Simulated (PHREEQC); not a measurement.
Silver or lead bath: an equilibrium model

Solution (25 °C): 130 mmol/kgw AgNO3. Closed to the air; pH follows from the charge balance.

The numbers come from PHREEQC with the ion-association model, wateq4f.dat.

Precipitation was switched off in this run.

**Question.** Predict the pH.

**Answer.** pH 6.53.

**Question.** In which forms is Ag present?

**Answer.** Ag+ 97 %, AgNO3 3.4 % of the Ag.

Species that the database lacks are ignored.
